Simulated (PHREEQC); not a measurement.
Consider water at 25 °C with 0.003 mol/kgw TMAH, 1.6e-06 mol/kgw H4SiO4 and 0.22 mol/kgw CuSO4. Closed to the air; pH follows from the charge balance.

Equilibrium calculation in PHREEQC: ion-association model, wateq4f.dat.

```json
{
  "pH": "5.07",
  "ionic_strength": "0.418 mol/kgw",
  "activity_of_water": "0.994",
  "total_alkalinity": "3.00 meq/kg"
}
```

```
species     molality  activity   log γ
----------  --------  --------  ------
CuSO4          0.115     0.127   0.042
SO4-2          0.105    0.0231  -0.657
Cu+2           0.102    0.0268  -0.580
(CH3)4N+     0.00300   0.00199  -0.178
Cu2(OH)2+2   0.00149  0.000424  -0.545
CuOH+        4.70e-5   3.11e-5  -0.178
HSO4-        2.84e-5   1.93e-5  -0.169
H+           1.11e-5   8.56e-6  -0.113
Cu(OH)2      6.87e-6   7.56e-6   0.042
H4SiO4       1.60e-6   1.76e-6   0.042
OH-          1.80e-9   1.16e-9  -0.189
```

This is a speciation only: nothing precipitates in the calculation. The solution is supersaturated, for example in Antlerite, Brochantite, so a real one may precipitate; this is no full list. (CH3)4N+ isn't in the database: it is added as a free cation with an ion size of 4 Å.
